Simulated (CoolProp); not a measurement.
Model: reference Helmholtz-energy equation of state, Zhou 2014, in CoolProp.

Problem. Give the vapour pressure (MPa), vapour density (kg/m³), enthalpy of vaporisation (kJ/kg), liquid cp (kJ/(kg K)) of saturated cyclohexane at 400.9 K.

Solution. 
```csv
T (K),p (MPa),vapour density (kg/m³),enthalpy of vaporisation (kJ/kg),liquid cp (kJ/(kg K))
400.9,0.345,9.55,322,2.38
```
